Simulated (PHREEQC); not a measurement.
## Nickel, zinc or cadmium bath: speciation

Consider water at 20 °C with 0.0037 mol CdCl2 and 0.0034 mol MnSO4 per kg of water. Closed to the air; pH follows from the charge balance.

The numbers come from PHREEQC with the ion-association model, wateq4f.dat.

```yaml
pH: 6.25
ionic_strength: 0.0191 mol/kgw
```

| species | molality | activity | log γ |
|---|---|---|---|
| Cl- | 0.00650 | 0.00566 | -0.060 |
| Mn+2 | 0.00295 | 0.00178 | -0.220 |
| SO4-2 | 0.00242 | 0.00143 | -0.229 |
| Cd+2 | 0.00231 | 0.00135 | -0.234 |
| CdCl+ | 0.000820 | 0.000717 | -0.058 |
| CdSO4 | 0.000537 | 0.000540 | 0.002 |
| MnSO4 | 0.000409 | 0.000410 | 0.002 |
| MnCl+ | 4.67e-5 | 4.09e-5 | -0.057 |

Precipitation was switched off in this run.
